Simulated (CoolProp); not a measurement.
Saturation properties of water (Tc = 647.1 K, pc = 22.06 MPa, ω = 0.344).

The numbers come from the reference Helmholtz-energy equation of state, Wagner 2002 in CoolProp.

```csv
T (K),p (MPa),liquid density (kg/m³),enthalpy of vaporisation (kJ/kg)
328.6,0.01611,985.4,2369
341.4,0.02891,978.7,2337
354.3,0.04967,971.0,2305
367.2,0.08169,962.5,2272
380,0.1289,953.3,2238
392.9,0.1971,943.3,2203
405.7,0.2915,932.7,2166
418.6,0.4209,921.2,2128
431.5,0.5927,909.1,2087
444.3,0.8144,896.3,2045
457.2,1.100,882.6,2000
470,1.455,868.3,1952
482.9,1.898,853.0,1901
495.7,2.435,836.9,1846
508.6,3.087,819.7,1787
```

It boils at 373.1 K under 1 atm.
